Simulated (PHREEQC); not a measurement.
Nickel, zinc or cadmium bath: speciation

Solution (25 °C): 0.0038 mol ZnCl2, 9.6e-05 mol NaOH and 3.9e-05 mol FeSO4 per kg of water. Closed to the air; pH follows from the charge balance.

Computed with PHREEQC (ion-association model, wateq4f.dat).

Precipitation was switched off in this run.

### Question
Predict the pH.

### Answer
pH 7.31.

### Question
In which forms is Zn present?

### Answer
Zn+2 96 %, ZnOH+ 1.6 %, ZnCl+ 1.3 % of the Zn.

The solution is supersaturated, for example in Zn5(OH)8Cl2, Zn(OH)2-e, so a real one may precipitate; this is no full list.
